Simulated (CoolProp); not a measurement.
A closed Brayton cycle with carbon dioxide: compressor inlet 319.15 K and 9.4 MPa, high pressure 29.2 MPa, turbine inlet 885 K, compressor efficiency 0.89, turbine efficiency 0.9, recuperator effectiveness 0.9 (on enthalpy, no pinch check). Each further row changes one setting.

The numbers come from the reference Helmholtz-energy equation of state, Span 1996 in CoolProp.

```
case                           thermal efficiency (%)  net work (kJ/kg)  compressor to turbine work  compressor exit (K)  turbine exit (K)
-----------------------------  ----------------------  ----------------  --------------------------  -------------------  ----------------
as stated                                        37.6               115                        0.28                388.7             743.7
turbine inlet 835 K                              36.1               105                        0.30                388.7             698.6
compressor inlet 329.15 K                        36.3               104                        0.35                417.8             743.7
high pressure 24.8 MPa                           36.1               102                        0.26                378.4             763.3
recuperator effectiveness 0.5                    24.3               115                        0.28                388.7             743.7
```
